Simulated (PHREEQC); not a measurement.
Synthetic water in mmol/kgw, 78 °C, pH 8.1: Na 85.2; K 1.7; Ca 2.4; Mg 7.21; Cl 81.5; S(6) 12.2; Alkalinity (meq/kgw) 0.126.

Valence states are taken as typed.

Computed with PHREEQC (Pitzer model, pitzer.dat).

| quantity | before | after |
|---|---|---|
| ionic strength (mol/kgw) | 0.128 | 0.128 |
| HCO3- (mol/kgw) | 5.43e-5 | 0.000118 |
| MgOH+ (mol/kgw) | 2.37e-5 | 2.38e-6 |
| CO3-2 (mol/kgw) | 1.52e-6 | 3.31e-7 |
| MgCO3 (mol/kgw) | 1.41e-6 | 3.09e-7 |
| CO2 (mol/kgw) | 6.78e-7 | 1.48e-5 |

Q: What was changed between the two runs?
A. pH from 8.1 to 7.1 at the same alkalinity
B. S(6) from 12.2 to 6.1 mmol/kgw
C. all concentrations times 2 at the same typed pH

A: A, pH from 8.1 to 7.1 at the same alkalinity

No solid was allowed to form. At this temperature some constants are extrapolated from 25 °C, and those without enthalpy data are left unchanged.
